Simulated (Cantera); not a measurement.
Feed: 1 mol Si, 0.08 mol O2, 45 mol H2, at 300 Pa.

These are equilibrium values from Cantera (NASA tables, ideal gas, pure condensed phases), not measurements of a reactor. Candidate condensed phases: H2O, Si, SiO2; 18 gas species. Mutual solubility and eutectic melting of coexisting phases are not modelled. The tables hold silica as quartz up to 1696 K and as liquid above; real silica turns to tridymite and cristobalite and melts near 1996 K. Rates play no part.

x: gas mole fraction; n: condensed amount in mol.

```csv
T (°C),x H2,x SiO,x H,x H2O,x SiH2,n Si(s),n SiO2(β-quartz)
702,1.00,5.94e-8,2.09e-8,5.18e-10,4.45e-11,0.920,0.0800
752,1.000,(withheld),(withheld),(withheld),(withheld),0.920,0.0800
802,1.000,3.19e-6,2.68e-7,5.42e-9,7.12e-10,0.920,0.0799
852,1.000,(withheld),(withheld),(withheld),(withheld),0.920,0.0796
902,1.000,8.57e-5,2.24e-6,3.76e-8,7.10e-9,0.918,0.0781
952,1.000,0.000362,5.69e-6,8.78e-8,1.95e-8,0.912,0.0719
1002,0.999,0.00136,1.34e-5,1.91e-7,4.93e-8,0.889,0.0493
1052,0.996,0.00354,2.98e-5,3.00e-7,1.16e-7,0.840,0
```

Q: Complete the blanks.

A: 
- 752, x SiO: 4.80e-7
- 752, x H: 7.95e-8
- 752, x H2O: 1.78e-9
- 752, x SiH2: 1.90e-10
- 852, x SiO: 1.78e-5
- 852, x H: 8.11e-7
- 852, x H2O: 1.49e-8
- 852, x SiH2: 2.37e-9
